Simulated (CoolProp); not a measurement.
trans-2-butene along the isobar 4.51 MPa: fugacity coefficient from the reference equation and from simpler models built on Tc = 155.5 °C, pc = 4.019 MPa, ω = 0.210; each cubic takes its own stable root.

The numbers come from the reference Helmholtz-energy equation of state, Lemmon 2005 in CoolProp. It is a short technical equation, of lower accuracy than the large ones.

```csv
T (°C),phase,reference,Redlich-Kwong,Soave-Redlich-Kwong
120.15,liquid,0.3986,0.4394,0.4146
134.75,liquid,0.4795,0.5119,0.4966
149.45,liquid,0.5634,0.5836,0.5792
164.05,supercritical,0.6401,0.6468,0.6512
178.65,supercritical,0.6853,0.6870,0.6952
193.35,supercritical,0.7201,0.7180,0.7296
207.95,supercritical,0.7490,0.7441,0.7586
222.55,supercritical,0.7739,0.7669,0.7839
237.25,supercritical,0.7959,0.7871,0.8064
251.85,supercritical,0.8152,0.8050,0.8262
```
